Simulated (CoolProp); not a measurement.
Values from CoolProp's reference Helmholtz-energy equation of state, Lemmon 2006. It is a short technical equation, of lower accuracy than the large ones.

Question: For acetone, give the phase and the speed of sound (m/s) at 506.4 K and 0.101 MPa; 539.1 K and 0.101 MPa.

Answer: 
- 506.4 K and 0.101 MPa: gas; speed of sound 278
- 539.1 K and 0.101 MPa: gas; speed of sound 287
